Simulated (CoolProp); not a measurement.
Vapour pressure (kPa) of neopentane: the reference equation beside estimates from Tc = 160.6 °C, pc = 3196 kPa, ω = 0.196. Clausius-Clapeyron is anchored at 65.35 °C with a constant enthalpy of vaporisation of 19.19 kJ/mol.

Computed with CoolProp (reference Helmholtz-energy equation of state, Lemmon 2006). It is a short technical equation, of lower accuracy than the large ones.

```json
[
 {"T (°C)": "48.95", "reference": "345.9", "Lee-Kesler": "346.6", "Clausius-Clapeyron": "371.3", "van der Waals": "860.4", "Redlich-Kwong": "451.5", "Peng-Robinson": "344.0"},
 {"T (°C)": "54.45", "reference": "400.0", "Lee-Kesler": "400.8", "Clausius-Clapeyron": "418.8", "van der Waals": "934.0", "Redlich-Kwong": "514.5", "Peng-Robinson": "397.7"},
 {"T (°C)": "59.95", "reference": "460.1", "Lee-Kesler": "461.1", "Clausius-Clapeyron": "470.4", "van der Waals": "1012", "Redlich-Kwong": "583.5", "Peng-Robinson": "457.5"},
 {"T (°C)": "65.35", "reference": "525.4", "Lee-Kesler": "526.4", "Clausius-Clapeyron": "525.4", "van der Waals": "1092", "Redlich-Kwong": "657.3", "Peng-Robinson": "522.5"},
 {"T (°C)": "70.85", "reference": "598.6", "Lee-Kesler": "599.8", "Clausius-Clapeyron": "585.9", "van der Waals": "1177", "Redlich-Kwong": "738.9", "Peng-Robinson": "595.7"},
 {"T (°C)": "76.35", "reference": "679.2", "Lee-Kesler": "680.3", "Clausius-Clapeyron": "651.1", "van der Waals": "1267", "Redlich-Kwong": "827.2", "Peng-Robinson": "676.2"},
 {"T (°C)": "81.75", "reference": "765.7", "Lee-Kesler": "766.8", "Clausius-Clapeyron": "719.9", "van der Waals": "1359", "Redlich-Kwong": "920.7", "Peng-Robinson": "762.9"},
 {"T (°C)": "87.25", "reference": "861.9", "Lee-Kesler": "862.9", "Clausius-Clapeyron": "795.0", "van der Waals": "1457", "Redlich-Kwong": "1023", "Peng-Robinson": "859.4"},
 {"T (°C)": "92.75", "reference": "966.7", "Lee-Kesler": "967.4", "Clausius-Clapeyron": "875.4", "van der Waals": "1559", "Redlich-Kwong": "1133", "Peng-Robinson": "964.7"},
 {"T (°C)": "98.25", "reference": "1081", "Lee-Kesler": "1081", "Clausius-Clapeyron": "961.1", "van der Waals": "1666", "Redlich-Kwong": "1251", "Peng-Robinson": "1079"},
 {"T (°C)": "103.65", "reference": "1202", "Lee-Kesler": "1202", "Clausius-Clapeyron": "1051", "van der Waals": "1775", "Redlich-Kwong": "1374", "Peng-Robinson": "1201"},
 {"T (°C)": "109.15", "reference": "1335", "Lee-Kesler": "1335", "Clausius-Clapeyron": "1147", "van der Waals": "1890", "Redlich-Kwong": "1508", "Peng-Robinson": "1336"},
 {"T (°C)": "114.65", "reference": "1478", "Lee-Kesler": "1478", "Clausius-Clapeyron": "1250", "van der Waals": "2010", "Redlich-Kwong": "1650", "Peng-Robinson": "1481"},
 {"T (°C)": "120.15", "reference": "1633", "Lee-Kesler": "1633", "Clausius-Clapeyron": "1358", "van der Waals": "2135", "Redlich-Kwong": "1801", "Peng-Robinson": "1638"}
]
```

Absolute difference from the reference over all 14 rows, mean and median: Lee-Kesler 0.1 and 0.1 %, Clausius-Clapeyron 8.1 and 7.6 %, van der Waals 79.4 and 73.3 %, Redlich-Kwong 19.8 and 19.5 %, Peng-Robinson 0.3 and 0.3 %.
